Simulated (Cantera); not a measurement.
A closed system holds: 1 mol C6H6, 0.17 mol CO2, 7.9 mol H2, at 1075 K and 910000 Pa.

Method: chemical equilibrium by Gibbs-energy minimisation in Cantera with the NASA 1993 tables (ideal gas, pure condensed phases). Candidate condensed phases: C, C6H6, C7H8, C8H18, H2O; 110 gas species. The numbers say what is thermodynamically allowed, not how fast it happens.

Base state: H2 0.739, CH4 0.224, CO 0.0198, H2O 0.0168, CO2 0.000484, C2H6 2.22e-5 (mole fractions); condensed: C(graphite).

**Question.** What changes in the equilibrium state with this change: pressure from 910000 Pa to 4600 Pa?

**Answer.** 
| species | before | after |
|---|---|---|
| H2 | 0.739 | 0.968 |
| CO | 0.0198 | 0.0301 |
| CH4 | 0.224 | 0.00194 |
| H2O | 0.0168 | 0.000170 |
| C2H6 | 2.22e-5 | 1.27e-9 |
| CO2 | 0.000484 | 5.68e-6 |
| C(graphite), mol | 3.96 | 5.81 |
